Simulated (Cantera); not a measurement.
Mixture: 23.9 % CH₃OH, 8.61 % O₂, 67.5 % N₂, at 22.0 bar, adiabatic and at constant volume. Ignition delay is the time to a rise of 400 K.

Detailed kinetics in Cantera: GRI-Mech 3.0 (53 species, 325 reactions). GRI-Mech 3.0 was tuned for natural gas; its chemistry of methanol as a main component is partial and can be far from experiment. The pressure lies above the range GRI-Mech 3.0 was tuned for (to about 10 atm).

Task: Predict: delay at 1175 K; delay at 1375 K; delay at 1575 K; delay at 1775 K; delay at 1975 K; apparent activation energy between 1775 and 1975 K.

Result: 
| Property | Value |
|---|---|
| delay at 1175 K | 1.12 ms |
| delay at 1375 K | 53.8 µs |
| delay at 1575 K | 6.24 µs |
| delay at 1775 K | 1.39 µs |
| delay at 1975 K | 0.479 µs |
| apparent activation energy between 1775 and 1975 K | 150 kJ/mol |
